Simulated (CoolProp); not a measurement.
Vapour-liquid equilibrium of isohexane (1) + n-hexane (2) at 309.4 K; x and y are mole fractions of (1).

Computed with CoolProp (multi-fluid Helmholtz-energy mixture model, Lemmon 2006 and Thol 2019; pair parameters Bell 2016).

| x | bubble pressure (bar) | y at the bubble point | dew pressure at overall composition x (bar) | liquid density (mol/L) |
|---|---|---|---|---|
| 0.05 | 0.3283 | 0.068 | … | 7.474 |
| 0.2 | 0.3477 | 0.258 | 0.3416 | 7.462 |
| 0.35 | 0.3666 | 0.426 | 0.3579 | … |
| 0.5 | 0.3849 | 0.577 | 0.3754 | 7.439 |
| 0.65 | 0.4025 | 0.715 | 0.3942 | 7.428 |
| 0.8 | 0.4194 | … | 0.4138 | 7.417 |
| 0.95 | 0.4355 | 0.961 | 0.4340 | 7.408 |

Complete the blanks.


- 0.05, dew pressure at overall composition x (bar): 0.3265
- 0.35, liquid density (mol/L): 7.450
- 0.8, y at the bubble point: 0.842

No azeotrope shows between x = 0.05 and 0.95.

Pair parameters are fitted to limited data, so mixtures are less certain than the pure fluids.
